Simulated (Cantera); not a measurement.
# Adiabatic ignition

An adiabatic, constant-volume homogeneous reactor starts with 22.1 % CH3OH, 14.4 % O2, 63.5 % N2, at 1750 K and 1.80 bar.

Model: GRI-Mech 3.0 (53 species, 325 reactions), integrated in Cantera. GRI-Mech 3.0 was tuned for natural gas; its chemistry of methanol as a main component is partial and can be far from experiment.

```
t (s)     T (K)  P (bar)  x CH3OH      x O2      x NO     x CH2     x HCN     x CH3
--------  -----  -------  -------  --------  --------  --------  --------  --------
7.00e-6    1777     1.86    0.197     0.133  4.53e-10   6.31e-6  5.82e-10  0.000119
2.64e-5    2746     3.75   <1e-12  0.000776   6.88e-5  6.87e-12   1.56e-8  2.29e-11
9.92e-5    2860     3.87   <1e-12  0.000344  0.000269  1.60e-11   6.06e-8  6.10e-11
0.000373   2858     3.87   <1e-12  0.000331  0.000797  1.61e-11   1.52e-7  6.23e-11
0.00141    2855     3.87   <1e-12  0.000324   0.00121  1.62e-11   2.22e-7  6.30e-11
0.00529    2855     3.87   <1e-12  0.000323   0.00122  1.62e-11   2.24e-7  6.30e-11
0.0199     2855     3.87   <1e-12  0.000323   0.00122  1.62e-11   2.24e-7  6.30e-11
0.0750     2855     3.87   <1e-12  0.000323   0.00122  1.62e-11   2.24e-7  6.30e-11
0.282      2855     3.87   <1e-12  0.000323   0.00122  1.62e-11   2.24e-7  6.30e-11
1.06       2855     3.87   <1e-12  0.000323   0.00122  1.62e-11   2.24e-7  6.30e-11
4.00       2855     3.87   <1e-12  0.000323   0.00122  1.62e-11   2.24e-7  6.30e-11
```
x: mole fraction; the columns are a selection and need not sum to one.

- time of steepest temperature rise: 13.0 µs
- temperature at 4.00 s: 2855 K
- equilibrium temperature: 2855 K
- x(CH3OH) at 4.00 s: <1e-12 (gas-phase equilibrium <1e-12)
- x(O2) at 4.00 s: 0.000323 (gas-phase equilibrium 0.000323)
- x(NO) at 4.00 s: 0.00122 (gas-phase equilibrium 0.00122)
